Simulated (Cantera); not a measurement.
Cantera run:

```python
import numpy as np
import cantera as ct

gas_names = """
    HCL C2H4 TiCL4 CH3
""".split()
cond_names = """
    TiCL3(s)
""".split()


# ... load() reads the species with a 1 bar reference pressure and builds the phases ...
species = {s.name: s for s in load("nasa_gas.yaml", gas_names) + load("nasa_condensed.yaml", cond_names)}
# Each term lists the table entries of one substance; the one whose range holds T is used.
reactions = {
    '2 HCl(g) + 2 TiCl3 + C2H4(g) = 2 TiCl4(g) + 2 CH3(g)':
        [(-2, ['HCL']), (-2, ['TiCL3(s)']), (-1, ['C2H4']), (2, ['TiCL4']), (2, ['CH3'])],
}


def pick(names, T):
    return next(species[n] for n in names if species[n].thermo.min_temp <= T <= species[n].thermo.max_temp)


results = []
for label, terms in reactions.items():
    print(label)
    print("     T/K   dH/kJ  dS/(J/K)   dG/kJ   log10 K")
    for T in [300, 548, 598, 648, 698, 748]:
        used = [(nu, pick(names, T)) for nu, names in terms]
        dH = sum(nu * s.thermo.h(T) for nu, s in used) / 1e6
        dS = sum(nu * s.thermo.s(T) for nu, s in used) / 1e3
        dG = dH - T * dS / 1e3
        logK = -dG * 1e6 / (ct.gas_constant * T * np.log(10))
        results.append((label, T, dH, dS, dG, logK, [s.name for _, s in used]))
        print(f"{T:8g} {dH:8.1f} {dS:8.1f} {dG:8.1f} {logK:8.2f}")
```

Output:

```
2 HCl(g) + 2 TiCl3 + C2H4(g) = 2 TiCl4(g) + 2 CH3(g)
     T/K   dH/kJ  dS/(J/K)   dG/kJ   log10 K
     300    343.0    225.0    275.5   -47.97
     548    336.7    209.6    221.8   -21.14
     598    335.3    207.2    211.4   -18.46
     648    333.8    204.8    201.1   -16.21
     698    332.2    202.5    190.9   -14.29
     748    330.6    200.2    180.8   -12.63
```

Source: NASA polynomial tables (part measured, part estimated), evaluated in Cantera. Condensed species are held in their standard states even where they would react or evaporate.
